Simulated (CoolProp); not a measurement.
Aqueous methanol as a coolant, at -19 °C, 1 atm.

Computed with CoolProp (Melinder's fits for secondary coolants).

```tsv
mass %	freezing point (°C)	Prandtl number	conductivity (W/(m K))	viscosity (mPa s)	density (kg/m³)
25.9	-21.1	78.8	0.419	8.66	970.5
31	-26.9	81.6	0.399	8.88	965.8
36.2	-33.4	81.5	0.380	8.75	960.1
41.3	-40.6	78.7	0.363	8.33	953.6
46.4	-48.5	73.9	0.346	7.71	946.2
```
